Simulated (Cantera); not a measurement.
A perfectly stirred reactor is fed with CH₄ : O₂ : N₂ = 1 : 4.76 : 17.9 (molar parts), at 101000 Pa; it is adiabatic with a 500 K inlet, and is followed from long to short residence time, starting on the burning branch (τ in s: 0.16, 0.056, 0.02, 0.007, 0.0025, 0.00089, 0.00031, 0.00011, 4e-05, 1.4e-05).

Cantera simulation using GRI-Mech 3.0 (53 species, 325 reactions); the numbers are that mechanism's predictions, not measurements.

```csv
quantity,before,after
"blow-out, bracketed by the residence times tried","burning at 2.50 ms, out at 0.890 ms","burning at 7.00 ms, out at 2.50 ms"
x(CH₄) at τ = 0.160 s,2.17e-5,2.28e-5
x(O₂) at τ = 0.160 s,0.117,0.117
x(C₂H₄) at τ = 0.160 s,1.21e-8,1.25e-7
x(OH) at τ = 0.160 s,0.000338,2.57e-5
x(CH₂CO) at τ = 0.160 s,6.99e-9,6.54e-8
x(CH₄) at τ = 0.890 ms,0.0423,0.0423
x(O₂) at τ = 0.890 ms,0.201,0.201
x(C₂H₄) at τ = 0.890 ms,<1e-12,<1e-12
x(OH) at τ = 0.890 ms,<1e-12,<1e-12
x(CH₂CO) at τ = 0.890 ms,<1e-12,<1e-12
```

Q: Name the change that produced these shifts.
A. pressure from 101000 Pa to 1800000 Pa
B. N2 17.9 to 14 parts
C. inlet temperature 500 to 598 K
D. pressure from 101000 Pa to 36000 Pa

A: A, pressure from 101000 Pa to 1800000 Pa
